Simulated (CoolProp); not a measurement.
Vapour-liquid equilibrium of C2F6 (R116) (1) + R134a (2) at 416 kPa; x and y are mole fractions of (1).

Values from CoolProp's multi-fluid Helmholtz-energy mixture model, Lemmon 2006 and Tillner-Roth 1994; pair parameters Bell 2016.

```csv
x,"bubble temperature, mixture model (°C)","bubble temperature, Raoult's law (°C)","y, mixture model","y, Raoult's law"
0.05,?,3.5,0.442,0.243
0.125,-23.0,-4.9,0.725,0.486
0.2,-31.8,-11.8,0.823,0.641
0.275,-36.4,-17.6,0.864,0.744
0.35,?,-22.6,0.883,0.814
0.425,-40.3,-26.8,?,0.865
0.5,-41.3,-30.5,0.902,0.901
0.575,-42.0,-33.8,0.908,0.928
0.65,-42.7,-36.7,0.915,0.949
0.725,?,-39.3,0.923,0.965
0.8,-44.3,-41.7,0.935,0.977
0.875,-45.2,-43.8,0.952,0.987
0.95,-46.3,-45.8,0.977,0.996
```

### Question
Fill in the missing entries.

### Answer

- 0.05, bubble temperature, mixture model (°C): -6.4
- 0.35, bubble temperature, mixture model (°C): -38.9
- 0.425, y, mixture model: 0.894
- 0.725, bubble temperature, mixture model (°C): -43.4

The largest gap from Raoult's law is -20.0 K in bubble temperature, at x = 0.2. No azeotrope shows between x = 0.05 and 0.95.

The pair parameters rest on a limited set of measurements; away from them the model extrapolates. With so large a gap from Raoult's law the liquid may split in two, which this calculation doesn't test in full.
